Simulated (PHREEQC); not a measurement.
0.09 g of hydrous ferric oxide (600 m²/g; 0.2 weak and 0.005 strong sites per Fe, Dzombak-Morel constants, diffuse double layer) in 1 kg of water with 0.05 mol/kgw of an inert sodium salt and 1.3e-05 mol/kgw NaF and 4.2e-07 mol/kgw Na2SeO4, at 25 °C; the pH is set by adding NaOH or the inert anion's acid. Oxygen alone is held at its pressure in air (log pO2 = -0.68). The system is closed to CO2. Precipitation was switched off in this run.

Base run: PHREEQC, ion-association model, wateq4f.dat. Each further column changes one thing. The table gives F sorbed (%).

| pH | base | background salt from 0.05 to 0.005 mol/kgw | oxide from 0.09 to 0.45 g/kgw |
|---|---|---|---|
| 4 | 64.3 | 89.0 | 90.8 |
| 4.75 | 53.0 | 77.8 | 85.9 |
| 5.88 | 23.0 | 37.5 | 60.6 |
| 6.62 | 8.5 | 13.1 | 32.0 |
| 7.38 | 2.3 | 3.0 | 10.4 |
| 8.12 | 0.5 | 0.6 | 2.6 |
| 9.25 | 0.1 | 0.1 | 0.3 |
| 10 | 0.0 | 0.0 | 0.1 |
